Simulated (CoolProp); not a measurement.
A closed Brayton cycle with carbon dioxide: compressor inlet 332.15 K and 8.2 MPa, high pressure 21.6 MPa, turbine inlet 795 K, compressor efficiency 0.85, turbine efficiency 0.93, recuperator effectiveness 0.8 (on enthalpy, no pinch check). Each further row changes one setting.

The numbers come from the reference Helmholtz-energy equation of state, Span 1996 in CoolProp.

| case | thermal efficiency (%) | net work (kJ/kg) | compressor to turbine work | compressor exit (K) | turbine exit (K) |
|---|---|---|---|---|---|
| as stated | 28.3 | 71.6 | 0.43 | 417.9 | 678.4 |
| turbine inlet 745 K | 26.8 | 62.5 | 0.46 | 417.9 | [?] |
| compressor inlet 342.15 K | [?] | 66.2 | [?] | 432.4 | 678.4 |
| high pressure 18.4 MPa | 26.8 | 62.6 | 0.41 | 403.3 | 697.2 |
| recuperator effectiveness 0.5 | 20.9 | 71.6 | 0.43 | 417.9 | 678.4 |

Q: What belongs in the gaps?

A: 
- turbine inlet 745 K, turbine exit (K): 632.7
- compressor inlet 342.15 K, thermal efficiency (%): 27.3
- compressor inlet 342.15 K, compressor to turbine work: 0.47
